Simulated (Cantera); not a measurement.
## Silicon oxide and oxynitride deposition: SiH4 + NO + H2

Feed: 1 mol SiH4, 0.3 mol NO, 46 mol H2, held at 3.10 mbar.

Equilibrium computed with Cantera from the NASA thermochemical tables; the gas is ideal and each condensed phase is pure. Candidate condensed phases: H2O, Si, SiO2, Si2N2O, Si3N4; 35 gas species. Mutual solubility and eutectic melting of coexisting phases are not modelled. The tables hold silica as quartz up to 1696 K and as liquid above; real silica turns to tridymite and cristobalite and melts near 1996 K. The numbers say what is thermodynamically allowed, not how fast it happens.

| T (K) | x H2 | x SiO | x H | x H2O | x SiH2 | x SiH4 | x N2 | n Si(s) | n SiO2(α-quartz) | n Si2N2O(s) | n SiO2(β-quartz) |
|---|---|---|---|---|---|---|---|---|---|---|---|
| 550 | 1.00 | <1e-12 | <1e-12 | <1e-12 | <1e-12 | 1.10e-10 | <1e-12 | 0.625 | 0.0750 | 0.150 | 0 |
| 600 | 1.00 | <1e-12 | <1e-12 | <1e-12 | <1e-12 | 1.79e-10 | <1e-12 | 0.625 | 0.0750 | 0.150 | 0 |
| 650 | 1.00 | <1e-12 | <1e-12 | <1e-12 | <1e-12 | 2.68e-10 | <1e-12 | 0.625 | 0.0750 | 0.150 | 0 |
| 700 | 1.00 | <1e-12 | <1e-12 | <1e-12 | <1e-12 | 3.74e-10 | <1e-12 | 0.625 | 0.0750 | 0.150 | 0 |
| 750 | 1.00 | <1e-12 | 5.68e-12 | <1e-12 | <1e-12 | 4.96e-10 | <1e-12 | 0.625 | 0.0750 | 0.150 | 0 |
| 800 | 1.00 | 4.70e-12 | 5.20e-11 | 1.98e-12 | <1e-12 | 6.32e-10 | <1e-12 | 0.625 | 0.0750 | 0.150 | 0 |
| 850 | 1.00 | 1.04e-10 | 3.68e-10 | 1.24e-11 | <1e-12 | 7.80e-10 | <1e-12 | 0.625 | 0 | 0.150 | 0.0750 |
| 900 | 1.00 | 1.61e-9 | 2.10e-9 | 6.26e-11 | 3.71e-12 | 9.37e-10 | <1e-12 | 0.625 | 0 | 0.150 | 0.0750 |
| 950 | 1.00 | 1.86e-8 | 9.99e-9 | 2.66e-10 | 2.03e-11 | 1.10e-9 | <1e-12 | 0.625 | 0 | 0.150 | 0.0750 |
| 1000 | 1.00 | 1.68e-7 | 4.08e-8 | 9.74e-10 | 9.37e-11 | 1.28e-9 | <1e-12 | 0.625 | 0 | 0.150 | 0.0750 |
| 1050 | 1.000 | 1.22e-6 | 1.46e-7 | 3.14e-9 | 3.74e-10 | 1.45e-9 | 1.46e-12 | 0.625 | 0 | 0.150 | 0.0750 |
| 1100 | 1.000 | 7.43e-6 | 4.64e-7 | 9.10e-9 | 1.32e-9 | 1.64e-9 | 1.84e-11 | 0.625 | 0 | 0.150 | 0.0748 |
| 1150 | 1.000 | 3.85e-5 | 1.34e-6 | 2.39e-8 | 4.15e-9 | 1.82e-9 | 1.87e-10 | 0.624 | 0 | 0.150 | 0.0741 |
| 1200 | 1.000 | 0.000173 | 3.54e-6 | 5.80e-8 | 1.19e-8 | 2.01e-9 | 1.55e-9 | 0.621 | 0 | 0.150 | 0.0708 |
x: gas mole fraction; n: condensed amount in mol.

From 550 K to 800 K the condensed part is Si(s) + SiO2(α-quartz) + Si2N2O(s). From 850 K to 1200 K the condensed part is Si(s) + SiO2(β-quartz) + Si2N2O(s).
